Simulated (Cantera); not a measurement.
# Thermodynamics of hydrogen reduction and annealing atmospheres, feed TiO₂ + H₂

Input: 1 mol TiO₂, 600 mol H₂, at 1950 K and 16.5 Torr.

Method: chemical equilibrium by Gibbs-energy minimisation in Cantera with the NASA 1993 tables (ideal gas, pure condensed phases). Candidate condensed phases: H₂O, Ti, TiO, TiO₂, Ti₂O₃, Ti₃O₅, Ti₄O₇; 12 gas species. The numbers say what is thermodynamically allowed, not how fast it happens.

| Item | Result |
|---|---|
| x(H₂) | 0.991 |
| x(H) | 0.00770 |
| x(H₂O) | 0.000833 |
| x(TiO) | 7.14e-6 |
| n(Ti₂O₃(s)) | 0.498 mol |
| gas amount | 602.3 mol |
| log10 activity of Ti₃O₅(s) (absent) | -0.27 |
| log10 activity of Ti₄O₇(s) (absent) | -1.05 |
| log10 activity of Ti₄O₇(l) (absent) | -1.05 |
